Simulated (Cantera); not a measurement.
An adiabatic, constant-pressure homogeneous reactor starts with H2 : O2 : N2 : H2O = 1 : 0.312 : 1.17 : 0.095 (molar parts), equivalence ratio 1.6, at 1675 K and 2.40 bar.

Model: GRI-Mech 3.0 (53 species, 325 reactions), integrated in Cantera. The hydrogen kinetics of GRI-Mech 3.0 are dated; newer H2 mechanisms differ, most at raised pressure.

Predict: time of steepest temperature rise; temperature at 3.00 s; equilibrium temperature; x(H2) at 3.00 s; x(O2) at 3.00 s; x(H2O) at 3.00 s; x(OH) at 3.00 s; x(N2O) at 3.00 s; x(O) at 3.00 s; x(H) at 3.00 s.


- time of steepest temperature rise: 3.58 µs
- temperature at 3.00 s: 2936 K
- equilibrium temperature: 2936 K
- x(H2) at 3.00 s: 0.162 (gas-phase equilibrium 0.162)
- x(O2) at 3.00 s: 0.00163 (gas-phase equilibrium 0.00163)
- x(H2O) at 3.00 s: 0.280 (gas-phase equilibrium 0.280)
- x(OH) at 3.00 s: 0.0184 (gas-phase equilibrium 0.0184)
- x(N2O) at 3.00 s: 2.15e-7 (gas-phase equilibrium 2.15e-7)
- x(O) at 3.00 s: 0.00237 (gas-phase equilibrium 0.00237)
- x(H) at 3.00 s: 0.0337 (gas-phase equilibrium 0.0337)
